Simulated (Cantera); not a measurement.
**(CH₃)₂SiCl₂ + C₃H₈ + H₂ (silicon carbide growth)**

Input: 1 mol (CH₃)₂SiCl₂, 0.0072 mol C₃H₈, 1.4 mol H₂, held at 323 Torr.

Cantera equilibrium calculation (NASA polynomials, part measured and part estimated; ideal gas, pure solids and liquids). Candidate condensed phases: C, C₆H₆, C₇H₈, C₈H₁₈, Si, SiC; 109 gas species. The feed counts by its element totals alone. The tables' values for SiCl, SiCl₃ are old estimates; treat these amounts as uncertain. Gases not in the tables: Si₂H₆ and higher silanes. Rates play no part.

```csv
T (K),log p H₂,log p HCl,log p SiCl₄,log p SiCl₂,log p H,n C(graphite),n SiC(s)
1175,-0.49,-1.08,-1.71,-4.16,-7.16,1.26,0.740
1325,-0.52,-0.92,-2.04,-3.36,-6.05,1.16,0.857
1475,-0.55,-0.85,-2.53,-2.84,-5.16,1.09,0.924
1625,-0.55,-0.84,-3.11,-2.51,-4.43,1.08,0.936
1775,-0.55,-0.84,-3.68,-2.29,-3.82,1.10,0.921
1925,-0.55,-0.85,-4.19,-2.12,-3.30,1.12,0.894
2075,-0.55,-0.87,-4.66,-1.99,-2.85,1.15,0.863
2225,-0.55,-0.89,-5.08,-1.89,-2.46,1.17,0.828
2375,-0.55,-0.91,-5.47,-1.81,-2.13,1.19,0.788
2525,-0.56,-0.95,-5.84,-1.76,-1.83,1.20,0.724
```
log p: log10 of the partial pressure in bar; n: condensed amount in mol.

From 1175 K to 2525 K the condensed part is C(graphite) + SiC(s). The main Si-bearing gas is SiCl₄ at 1175 K and SiCl₂ at 2525 K. The share of Si in condensed phases is highest at 1625 K (93.6 %) and lowest at 2525 K (72.4 %).
